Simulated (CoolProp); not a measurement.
A single-stage vapour-compression cycle with the fluid: evaporating at 269.15 K (dew point), condensing at 311.15 K (bubble point), superheat 10 K, subcooling 5 K, compressor efficiency 0.8, no pressure losses. The same conditions are run with several fluids, on thermodynamics alone (safety and materials aside).

Computed with CoolProp (reference Helmholtz-energy equation of state of each fluid (cyclopentane: Gedanitz 2015; n-perfluoropentane: Gao 2022; R123: Younglove 1994; R245ca: Zhou 2016; n-perfluorobutane: Gao 2022; R245fa: Akasaka 2015)).

| fluid | cooling COP | pressure ratio | discharge temperature (K) | refrigerating effect (kJ/kg) | volumetric capacity (kJ/m³) |
|---|---|---|---|---|---|
| cyclopentane | 4.68 | 5.90 | 343.9 | 372 | 132 |
| n-perfluoropentane | 4.11 | 5.57 | 311.1 | 69.5 | 217 |
| R123 | 4.59 | 5.33 | 330.9 | 152 | 276 |
| R245ca | 4.53 | 5.76 | 325.6 | 178 | 293 |
| n-perfluorobutane | 3.94 | 4.25 | 311.1 | 64.8 | 648 |
| R245fa | 4.52 | 5.30 | 325.7 | 167 | 436 |

The compression ends wet for: n-perfluoropentane; n-perfluorobutane.
